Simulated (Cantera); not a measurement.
A closed system holds: 1 mol CH3Cl, 0.44 mol F2, 3.3 mol H2, held at 13.3 mbar.

Equilibrium computed with Cantera from the NASA thermochemical tables; the gas is ideal and each condensed phase is pure. Candidate condensed phases: C, C6H6, C7H8, C8H18; 118 gas species. Rates play no part.

**Question.** What share of the C ends up in condensed phases as a function of T (K), at 1348, 1548, 1748, 1948, 2148, 2348, 2548, 2748, 2948, 3148, 3348?

**Answer.** 
```json
[
 {"T (K)": "1348", "C condensed (%)": "100.0", "as": "C(graphite)"},
 {"T (K)": "1548", "C condensed (%)": "100.0", "as": "C(graphite)"},
 {"T (K)": "1748", "C condensed (%)": "99.9", "as": "C(graphite)"},
 {"T (K)": "1948", "C condensed (%)": "99.6", "as": "C(graphite)"},
 {"T (K)": "2148", "C condensed (%)": "98.5", "as": "C(graphite)"},
 {"T (K)": "2348", "C condensed (%)": "96.0", "as": "C(graphite)"},
 {"T (K)": "2548", "C condensed (%)": "90.7", "as": "C(graphite)"},
 {"T (K)": "2748", "C condensed (%)": "79.7", "as": "C(graphite)"},
 {"T (K)": "2948", "C condensed (%)": "32.7", "as": "C(graphite)"},
 {"T (K)": "3148", "C condensed (%)": "0.0", "as": "-"},
 {"T (K)": "3348", "C condensed (%)": "0.0", "as": "-"}
]
```
